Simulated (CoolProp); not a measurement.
Saturation properties of methane.

Values from CoolProp's reference Helmholtz-energy equation of state, Setzmann 1991.

```
T (K)  p (bar)  liquid viscosity (µPa s)  vapour viscosity (µPa s)  liquid conductivity (mW/(m K))
-----  -------  ------------------------  ------------------------  ------------------------------
115.4      ___                       108                      4.40                             179
118.5    1.719                       101                      4.52                             174
121.6    2.141                      95.1                      4.65                             170
124.7      ___                      89.6                      4.77                             165
127.8    3.211                      84.5                      4.90                             161
130.9      ___                      79.9                      5.02                             ___
134      4.636                      75.6                      5.15                             ___
137.1    5.501                      71.6                      5.29                             148
140.2    6.478                      67.9                      5.42                             143
143.3    7.576                      64.3                      5.56                             ___
146.4      ___                      61.0                      5.71                             134
149.5    10.17                      57.9                      5.86                             130
```

Problem. Some entries are withheld; supply them.

Solution. 
- 115.4, p (bar): 1.364
- 124.7, p (bar): 2.636
- 130.9, p (bar): 3.876
- 130.9, liquid conductivity (mW/(m K)): 157
- 134, liquid conductivity (mW/(m K)): 152
- 143.3, liquid conductivity (mW/(m K)): 139
- 146.4, p (bar): 8.803

It boils at 111.7 K under 1 atm.

Viscosity comes from a separate model (Quiñones-Cisneros 2006). Thermal conductivity comes from a separate model (Friend 1989).
